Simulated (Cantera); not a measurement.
Input (Python, Cantera) and output of one run.

```python
import numpy as np
import cantera as ct

gas_names = """
    C CO CO2 C2 C2O C3 C3O2 C4 C5 O O2 O3 Si SiC SiC2 SiO SiO2 Si2 Si2C Si3
""".split()
cond_names = """
    C(gr) Si(cr) Si(L) SiC(b) SiO2(Lqz) SiO2(hqz) SiO2(L)
""".split()


# ... load() reads the species with a 1 bar reference pressure and builds the phases ...
atoms = {
    'Si': {'Si': 1},
    'CO': {'C': 1, 'O': 1},
}
top_T = {'C(gr)': 4500, 'SiC(b)': 3050}  # K; cautious upper limits of use, not melting points


# ... equilibrate(T, P, feed) seeds the gas with the atoms and calls Mixture.equilibrate('TP', solver="vcs", rtol=1e-11, max_steps=5000) ...
results = []
feed = {'Si': 1, 'CO': 5.2}  # mol
P = 1000000  # Pa
for T in [650, 750, 850, 950, 1050, 1150, 1250, 1350, 1450, 1550, 1650, 1750, 1850, 1950]:
    mix = equilibrate(T, P, feed)
    results.append((T, P, feed, dict(zip(mix.species_names, mix.species_moles))))

top = {s: max(r[3][s] / sum(r[3][g] for g in gas_names) for r in results) for s in gas_names}
cols = sorted((s for s in top if top[s] > 0.001), key=lambda s: -top[s])[:8]
seen = [c for c in cond_names if any(r[3].get(c, 0) > 1e-12 for r in results)]
print("log10 of partial pressures in bar; condensed amounts in mol")
print(f"{'T/K':>10s}" + "".join(f"{s[:9]:>10s}" for s in cols + seen))
for T, P, feed, n in results:
    ng = sum(n[g] for g in gas_names)
    print(f"{T:10.4g}" + "".join(f"{np.log10(max(n[s] / ng * P / 1e5, 1e-99)):10.3f}" for s in cols)
          + "".join(f"{n.get(c, 0):10.4g}" for c in seen))
```

Result:

```
log10 of partial pressures in bar; condensed amounts in mol
       T/K        CO       CO2       SiO     C(gr) SiO2(Lqz) SiO2(hqz)   SiO2(L)
       650    -1.800     0.999   -35.581     3.599         1         0         0
       750    -0.876     0.994   -29.052     3.589         1         0         0
       850    -0.181     0.970   -24.067     3.546         0         1         0
       950     0.335     0.894   -20.120     3.406         0         1         0
      1050     0.689     0.708   -16.871     3.082         0         1         0
      1150     0.885     0.366   -14.101     2.603         0         1         0
      1250     0.963    -0.090   -11.695      2.24         0         1         0
      1350     0.988    -0.560    -9.612     2.086         0         1         0
      1450     0.996    -0.988    -7.809     2.033         0         1         0
      1550     0.998    -1.367    -6.240     2.014         0         1         0
      1650     0.999    -1.700    -4.866     2.006         0         1         0
      1750     1.000    -1.994    -3.661     2.003         0         0    0.9999
      1850     1.000    -2.254    -2.597     2.001         0         0    0.9992
      1950     0.999    -2.488    -1.647     1.994         0         0    0.9928
```

Method: chemical equilibrium by Gibbs-energy minimisation in Cantera with the NASA 1993 tables (ideal gas, pure condensed phases). The tables hold silica as quartz up to 1696 K and as liquid above; real silica turns to tridymite and cristobalite and melts near 1996 K.
